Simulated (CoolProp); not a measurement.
The fluid at 405.21 K and 9.75 MPa is throttled through a valve to 1.83 MPa with no heat exchange. The same conditions are run with several fluids, on thermodynamics alone (safety and materials aside).

Model: reference Helmholtz-energy equation of state of each fluid (nitrous oxide: Lemmon 2006; R152A: Outcalt 1996; nitrogen: Span 2000; CH2F2 (R32): Tillner-Roth 1997; hydrogen sulfide: Lemmon 2006), in CoolProp.

### Question
Rank nitrous oxide, R152A, nitrogen, CH2F2 (R32), hydrogen sulfide by temperature change (K), highest first.

### Answer
nitrogen (-6.0), nitrous oxide (-47.1), R152A (-63.4), CH2F2 (R32) (-89.8), hydrogen sulfide (-92.4)

```json
[
 {"fluid": "nitrous oxide", "final phase": "gas", "final density (kg/m³)": "28.7"},
 {"fluid": "R152A", "final phase": "two-phase, vapour fraction 0.620", "final density (kg/m³)": "92.9"},
 {"fluid": "nitrogen", "final phase": "gas", "final density (kg/m³)": "15.4"},
 {"fluid": "CH2F2 (R32)", "final phase": "gas", "final density (kg/m³)": "45.9"},
 {"fluid": "hydrogen sulfide", "final phase": "gas", "final density (kg/m³)": "27.7"}
]
```
